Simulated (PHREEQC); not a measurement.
1 kg of water holding 0.029 mol/kgw MgCl2 and 0.38 mol/kgw NaHCO3 meets 20 L of dry gas (H2 0.75, N2 0.25 by moles) at fixed total pressure, at 100 °C; fugacities by Peng-Robinson. The gases take part in no redox reaction, some water evaporates into the gas, and hydrates or a liquid gas phase aren't modelled. Precipitation was switched off in this run.

Model: ion-association model, phreeqc.dat, run in PHREEQC.

| P (atm) | dissolved H2 (mol/kgw) | φ of H2 | p of H2 (atm) | dissolved N2 (mol/kgw) |
|---|---|---|---|---|
| 2 | 0.000550 | 1.004 | 0.758 | 0.000106 |
| 5 | 0.00217 | 1.002 | 3.00 | 0.000418 |
| 10 | 0.00486 | 1.003 | 6.74 | 0.000936 |
| 20 | 0.0102 | ___ | 14.2 | 0.00196 |
| 30 | 0.0154 | 1.009 | 21.7 | 0.00296 |
| 40 | 0.0206 | 1.012 | 29.2 | 0.00395 |
| 50 | 0.0258 | ___ | 36.7 | 0.00493 |
| 75 | 0.0383 | 1.023 | 55.4 | 0.00730 |
| 100 | 0.0505 | 1.031 | 74.0 | 0.00959 |
| 150 | 0.0737 | 1.048 | 111 | 0.0140 |
| 200 | 0.0957 | ___ | 149 | 0.0181 |
| 300 | 0.136 | 1.107 | 224 | 0.0256 |
| 400 | 0.172 | 1.151 | 298 | 0.0326 |

Task: What belongs in the gaps?

Result: 
- 20, φ of H2: 1.006
- 50, φ of H2: 1.015
- 200, φ of H2: 1.067

Species that the database lacks are ignored. Constants without temperature data keep their 25 °C values here.
